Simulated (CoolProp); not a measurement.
Methane along the isobar 17.2 MPa: fugacity coefficient from the reference equation and from simpler models built on Tc = -82.6 °C, pc = 4.599 MPa, ω = 0.011; each cubic takes its own stable root.

The numbers come from the reference Helmholtz-energy equation of state, Setzmann 1991 in CoolProp.

```csv
T (°C),phase,reference
-143.05,liquid,0.03663
-126.75,liquid,0.07788
-110.35,liquid,0.1386
-93.95,liquid,0.2160
-77.55,supercritical,0.3050
-61.15,supercritical,0.3989
-44.75,supercritical,0.4908
-28.35,supercritical,0.5750
-11.95,supercritical,0.6483
4.45,supercritical,0.7103
20.85,supercritical,0.7621
37.25,supercritical,0.8054
53.65,supercritical,0.8417
```

How far does each simpler model (van der Waals, Redlich-Kwong, Soave-Redlich-Kwong, Peng-Robinson) lie from the reference over these 13 states: mean and median of the absolute difference, and the worst?


- van der Waals: mean 30.8 %, median 5.8 %, worst +164.3 % at -143.05 °C and 17.2 MPa
- Redlich-Kwong: mean 2.4 %, median 1.5 %, worst -11.1 % at -143.05 °C and 17.2 MPa
- Soave-Redlich-Kwong: mean 2.6 %, median 2.4 %, worst +3.6 % at -77.55 °C and 17.2 MPa
- Peng-Robinson: mean 4.8 %, median 4.8 %, worst -5.8 % at -143.05 °C and 17.2 MPa
